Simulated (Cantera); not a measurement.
# FeS + H₂ + N₂ (hydrogen reduction and annealing atmospheres)

Input: 1 mol FeS, 2.5 mol H₂, 4.8 mol N₂, at 1398 K.

Equilibrium computed with Cantera from the NASA thermochemical tables; the gas is ideal and each condensed phase is pure. Candidate condensed phases: Fe, FeS, FeS₂, S; 16 gas species. Metal and sulfide melt together well below either melting point, which pure phases cannot show. Mutual solubility and eutectic melting of coexisting phases are not modelled. FeS: taken at fixed stoichiometry. Kinetics and transport are ignored.

From 10.0 Pa to 10.0 bar the condensed part is Fe(γ) + FeS(s).

```csv
P (Pa),log p N₂,log p H₂,log p S₂,log p H₂S,log p SH,n Fe(γ),n FeS(s)
10,-4.20,-4.49,-5.51,-6.45,-6.98,0.504,0.495
52,-3.47,-3.76,-5.51,-5.72,-6.61,0.118,0.881
270,-2.75,-3.04,-5.51,-5.00,-6.25,0.0453,0.955
1400,-2.04,-2.32,-5.51,-4.29,-5.89,0.0308,0.969
7200,-1.32,-1.61,-5.51,-3.58,-5.54,0.0278,0.972
37000,-0.61,-0.90,-5.51,-2.87,-5.18,0.0272,0.973
190000,0.10,-0.19,-5.51,-2.15,-4.83,0.0270,0.973
1000000,0.82,0.53,-5.51,-1.43,-4.47,0.0269,0.973
```
log p: log10 of the partial pressure in bar; n: condensed amount in mol.
